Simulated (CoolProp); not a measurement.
Vapour-liquid equilibrium of R134a (1) + R141b (2) at 247.6 K; x and y are mole fractions of (1).

Model: multi-fluid Helmholtz-energy mixture model, Tillner-Roth 1994 and Lemmon 2006; pair parameters Bell 2016, in CoolProp.

```tsv
x	bubble pressure, mixture model (MPa)	bubble pressure, Raoult's law (MPa)	y, mixture model	y, Raoult's law
0.05	[?]	0.01240	0.556	0.419
0.15	0.03220	0.02202	0.794	0.707
0.25	[?]	0.03164	0.868	0.820
0.35	0.05667	0.04125	0.904	0.880
0.45	0.06568	0.05087	[?]	0.918
0.55	0.07316	0.06049	0.940	0.944
0.65	0.07969	0.07011	0.952	0.962
0.75	0.08588	0.07973	0.963	0.976
0.85	0.09233	0.08935	0.976	0.987
0.95	0.09963	0.09897	0.991	0.996
```

### Question
What belongs in the gaps?

### Answer

- 0.05, bubble pressure, mixture model (MPa): 0.01634
- 0.25, bubble pressure, mixture model (MPa): 0.04562
- 0.45, y, mixture model: 0.925

The largest gap from Raoult's law is +46.2 % in bubble pressure, at x = 0.15. No azeotrope shows between x = 0.05 and 0.95.

Pair parameters are fitted to limited data, so mixtures are less certain than the pure fluids.
